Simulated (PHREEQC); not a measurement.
Make-up at 25 °C: 0.0028 mol HF, 0.068 mol (NH4)2SiF6, 0.006 mol H3AsO4 and 0.0028 mol HCl per kg of water. Closed to the air; pH follows from the charge balance.

The numbers come from PHREEQC with the ion-association model, wateq4f.dat.

This is a speciation only: nothing precipitates in the calculation.

### Question
Estimate the pH, ionic strength.

### Answer
pH 2.30; ionic strength 0.210 mol/kgw.

### Question
In which forms is F present?

### Answer
SiF6-2 99 %, HF 1.0 % of the F.

The solution is supersaturated, for example in Quartz (slow to form), Chalcedony (slow to form), so a real one may precipitate; this is no full list. SiF6-2 is the database's only silicon fluoride.
